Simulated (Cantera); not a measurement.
Charge: 1 mol C₂H₄, 0.01 mol NH₃, held at 2675 °C and 75.0 mbar.

These are equilibrium values from Cantera (NASA tables, ideal gas, pure condensed phases), not measurements of a reactor. Candidate condensed phases: C, C₆H₆, C₇H₈, C₈H₁₈; 92 gas species. Rates play no part.

Base state: H₂ 0.584, H 0.374, C₂H₂ (acetylene) 0.0311, C₂H 0.00318, HCN 0.00264, C₃ 0.00237, C₄H₂ 0.000693, HNC 0.000478 (mole fractions); condensed: C(graphite).

Problem. What changes in the equilibrium state with this change: NH₃ from 0.01 to 0.04 mol?

Solution. 
```csv
species,before,after
H₂,0.584,0.577
H,0.374,0.372
C₂H₂ (acetylene),0.0311,0.0308
HCN,0.00264,0.00763
N₂,0.000358,0.00303
CN,0.000166,0.000483
HNC,0.000478,0.00138
CH₃,2.17e-5,2.14e-5
"C(graphite), mol",1.79,1.77
```

Problem. What changes in the equilibrium state with this change: temperature from 2675 °C to 350 °C?

Solution. 
```
species             before    after
----------------  --------  -------
CH₄                2.11e-6    0.600
H₂                   0.584    0.396
N₂                0.000358  0.00394
H                    0.374    <1e-9
C₂H₂ (acetylene)    0.0311    <1e-9
C₂H                0.00318    <1e-9
HCN                0.00264    <1e-9
C₃                 0.00237    <1e-9
C₄H₂              0.000693    <1e-9
HNC               0.000478    <1e-9
C(graphite), mol      1.79     1.24
```
